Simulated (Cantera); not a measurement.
Standard-state values (1 bar) from the NASA 1993 polynomials, evaluated with Cantera. Values are per mole of reaction as written; species without (g) are pure solids or liquids, kept so even where they would boil at 1 bar.

0.6667 B + Cl₂(g) → 0.6667 BCl₃(g)

```json
[
 {"T (K)": "423", "ΔH° (kJ)": "-268.6", "ΔS° (J/K)": "-33.5", "ΔG° (kJ)": "-254.5", "log10 K": "31.42"},
 {"T (K)": "448", "ΔH° (kJ)": "-268.6", "ΔS° (J/K)": "-33.5", "ΔG° (kJ)": "-253.6", "log10 K": "29.57"},
 {"T (K)": "473", "ΔH° (kJ)": "-268.6", "ΔS° (J/K)": "-33.6", "ΔG° (kJ)": "-252.8", "log10 K": "27.91"},
 {"T (K)": "498", "ΔH° (kJ)": "[?]", "ΔS° (J/K)": "[?]", "ΔG° (kJ)": "[?]", "log10 K": "[?]"},
 {"T (K)": "523", "ΔH° (kJ)": "[?]", "ΔS° (J/K)": "[?]", "ΔG° (kJ)": "[?]", "log10 K": "[?]"},
 {"T (K)": "548", "ΔH° (kJ)": "-268.7", "ΔS° (J/K)": "-33.6", "ΔG° (kJ)": "-250.3", "log10 K": "23.85"}
]
```

**Question.** Fill in the missing entries.

**Answer.** 
- 498, ΔH° (kJ): -268.7
- 498, ΔS° (J/K): -33.6
- 498, ΔG° (kJ): -251.9
- 498, log10 K: 26.42
- 523, ΔH° (kJ): -268.7
- 523, ΔS° (J/K): -33.6
- 523, ΔG° (kJ): -251.1
- 523, log10 K: 25.08
